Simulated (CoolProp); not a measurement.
Model: reference Helmholtz-energy equation of state, Schmidt 1985, in CoolProp.

Q: Give the vapour pressure (bar), liquid cp (kJ/(kg K)), vapour Z of saturated oxygen at 147.5 K.

A: 
```tsv
T (K)	p (bar)	liquid cp (kJ/(kg K))	vapour Z
147.5	38.2	4.05	0.551
```
